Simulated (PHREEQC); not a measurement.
Ca(OH)2 is added in steps, without added water, to 1 kg of water holding 0.067 mol/kgw HF, 0.0046 mol/kgw NH4F and 0.0001 mol/kgw H4SiO4, at 25 °C. O2 is buffered at 0.21 atm. CO2 is held at log p = -2 (atm). Only these solids could form: Calcite, Fluorite, Portlandite, SiO2(a).

Base run: PHREEQC, ion-association model, wateq4f.dat. Each further column changes one thing. The table gives Ca in solution (mol/kgw).

```csv
Ca(OH)2 added (mol),base,Debye-Hückel limiting law,metal-ligand complexes left out,database phreeqc.dat,all activity coefficients set to 1
0,0,0,0,0,0
0.0045,8.11e-7,8.65e-7,7.76e-7,7.20e-7,5.17e-7
0.0075,8.42e-7,8.98e-7,8.07e-7,7.54e-7,5.39e-7
0.012,9.01e-7,9.58e-7,8.64e-7,8.16e-7,5.80e-7
0.0165,9.81e-7,1.04e-6,9.42e-7,9.00e-7,6.34e-7
0.0195,1.05e-6,1.11e-6,1.01e-6,9.73e-7,6.82e-7
0.024,1.20e-6,1.26e-6,1.16e-6,1.13e-6,7.82e-7
0.0285,1.45e-6,1.53e-6,1.40e-6,1.39e-6,9.51e-7
0.0315,1.76e-6,1.84e-6,1.70e-6,1.70e-6,1.15e-6
0.036,0.000370,0.000373,0.000366,0.000369,0.000341
```

wateq4f.dat counts part of the HF as a dimer, H2F2, which phreeqc.dat doesn't know; its constant is uncertain. SiF6-2 is the database's only silicon fluoride. phreeqc.dat and wateq4f.dat share most of their constants, so their agreement is no independent check. Solids allowed in the column 'database phreeqc.dat': Calcite, Fluorite, SiO2(a).
